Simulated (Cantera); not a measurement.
An adiabatic, constant-pressure homogeneous reactor starts with H2 : O2 : N2 = 1 : 0.312 : 2.84 (molar parts), equivalence ratio 1.6, at 1425 K and 0.543 atm.

Computed with Cantera and the H2/O2 subset of GRI-Mech 3.0, which has no nitrogen chemistry.

**Question.** Predict: time of steepest temperature rise; temperature at 0.200 s; equilibrium temperature; x(H2) at 0.200 s; x(O2) at 0.200 s; x(H2O2) at 0.200 s; x(H) at 0.200 s; x(HO2) at 0.200 s; x(OH) at 0.200 s.

**Answer.** 
```
Property                                                             Value
---------------------------------  ---------------------------------------
time of steepest temperature rise                                  54.2 µs
temperature at 0.200 s                                              2426 K
equilibrium temperature                                             2426 K
x(H2) at 0.200 s                     0.0951 (gas-phase equilibrium 0.0951)
x(O2) at 0.200 s                   8.70e-5 (gas-phase equilibrium 8.70e-5)
x(H2O2) at 0.200 s                 6.58e-9 (gas-phase equilibrium 6.58e-9)
x(H) at 0.200 s                    0.00754 (gas-phase equilibrium 0.00754)
x(HO2) at 0.200 s                  3.70e-8 (gas-phase equilibrium 3.70e-8)
x(OH) at 0.200 s                   0.00239 (gas-phase equilibrium 0.00239)
```
